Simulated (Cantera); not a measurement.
What does this Cantera script print?

```python
import numpy as np
import cantera as ct

gas_names = """
    CL CLO CL2 H HCL HOCL HO2 H2 H2O H2O2 O OH O2 O3 Si SiCL SiCL2 SiCL3 SiCL4 SiH SiHCL3 SiH2 SiH2CL2
    SiH3 SiH3CL SiH4 SiO SiO2 Si2 Si3
""".split()
cond_names = """
    H2O(s) H2O(L) Si(cr) Si(L) SiO2(Lqz) SiO2(hqz) SiO2(L)
""".split()


# ... load() reads the species with a 1 bar reference pressure and builds the phases ...
atoms = {
    'SiO2': {'Si': 1, 'O': 2},
    'HCl': {'H': 1, 'CL': 1},
    'O2': {'O': 2},
}
top_T = {}  # K; cautious upper limits of use, not melting points


# ... equilibrate(T, P, feed) seeds the gas with the atoms and calls Mixture.equilibrate('TP', solver="vcs", rtol=1e-11, max_steps=5000) ...
results = []
feed = {'SiO2': 1, 'HCl': 99, 'O2': 16}  # mol
P = 1.5  # Pa
for T in [1048, 1073, 1098, 1123, 1148, 1173, 1198, 1223, 1248, 1273, 1298, 1323, 1348]:
    mix = equilibrate(T, P, feed)
    results.append((T, P, feed, dict(zip(mix.species_names, mix.species_moles))))

top = {s: max(r[3][s] / sum(r[3][g] for g in gas_names) for r in results) for s in gas_names}
cols = sorted((s for s in top if top[s] > 1e-06), key=lambda s: -top[s])[:5]
seen = [c for c in cond_names if any(r[3].get(c, 0) > 1e-12 for r in results)]
print("log10 of partial pressures in bar; condensed amounts in mol")
print(f"{'T/K':>10s}" + "".join(f"{s[:9]:>10s}" for s in cols + seen))
for T, P, feed, n in results:
    ng = sum(n[g] for g in gas_names)
    print(f"{T:10.4g}" + "".join(f"{np.log10(max(n[s] / ng * P / 1e5, 1e-99)):10.3f}" for s in cols)
          + "".join(f"{n.get(c, 0):10.4g}" for c in seen))
```

Result:

```
log10 of partial pressures in bar; condensed amounts in mol
       T/K       HCL        O2        CL       H2O       CL2 SiO2(hqz)
      1048    -4.911    -5.715    -6.509    -6.499    -6.791         1
      1073    -4.913    -5.717    -6.408    -6.485    -6.879         1
      1098    -4.915    -5.720    -6.318    -6.461    -6.976         1
      1123    -4.918    -5.724    -6.238    -6.429    -7.079         1
      1148    -4.922    -5.730    -6.165    -6.391    -7.187         1
      1173    -4.926    -5.736    -6.099    -6.349    -7.297         1
      1198    -4.930    -5.742    -6.039    -6.305    -7.409         1
      1223    -4.935    -5.750    -5.983    -6.260    -7.521         1
      1248    -4.941    -5.759    -5.932    -6.216    -7.631         1
      1273    -4.947    -5.768    -5.883    -6.173    -7.740         1
      1298    -4.954    -5.778    -5.838    -6.131    -7.848         1
      1323    -4.961    -5.789    -5.795    -6.091    -7.953         1
      1348    -4.968    -5.801    -5.755    -6.052    -8.056         1
```

Cantera equilibrium calculation (NASA polynomials, part measured and part estimated; ideal gas, pure solids and liquids). The tables hold silica as quartz up to 1696 K and as liquid above; real silica turns to tridymite and cristobalite and melts near 1996 K.
